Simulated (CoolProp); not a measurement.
A single-stage vapour-compression cycle with the fluid: evaporating at 315.15 K (dew point), condensing at 350.15 K (bubble point), superheat 0 K, subcooling 0 K, compressor efficiency 0.6, no pressure losses. The same conditions are run with several fluids, on thermodynamics alone (safety and materials aside).

Values from CoolProp's reference Helmholtz-energy equation of state of each fluid (hydrogen sulfide: Lemmon 2006; R236FA: Pan 2012; R407C: Lemmon 2003; benzene: Thol 2012; n-heptane: Span 2003; propane: Lemmon 2009). Blends and air are pseudo-pure fits.

| fluid | cooling COP | pressure ratio | discharge temperature (K) | refrigerating effect (kJ/kg) | volumetric capacity (kJ/m³) |
|---|---|---|---|---|---|
| hydrogen sulfide | ? | 2.01 | ? | ? | 14400 |
| R236FA | 4.03 | 2.51 | 351.4 | ? | 2740 |
| R407C | 2.87 | 2.42 | 372.1 | ? | 6750 |
| benzene | 4.93 | 3.48 | 375.3 | 357 | 285 |
| n-heptane | ? | ? | 350.2 | 271 | 141 |
| propane | 3.57 | 2.06 | ? | 189 | 5980 |

### Question
Fill in the missing entries.

### Answer

- hydrogen sulfide, cooling COP: 3.83
- hydrogen sulfide, discharge temperature (K): 397.1
- hydrogen sulfide, refrigerating effect (kJ/kg): 282
- R236FA, refrigerating effect (kJ/kg): 88.3
- R407C, refrigerating effect (kJ/kg): 93.5
- n-heptane, cooling COP: 4.65
- n-heptane, pressure ratio: 3.84
- propane, discharge temperature (K): 361.4

The compression ends wet for: n-heptane.
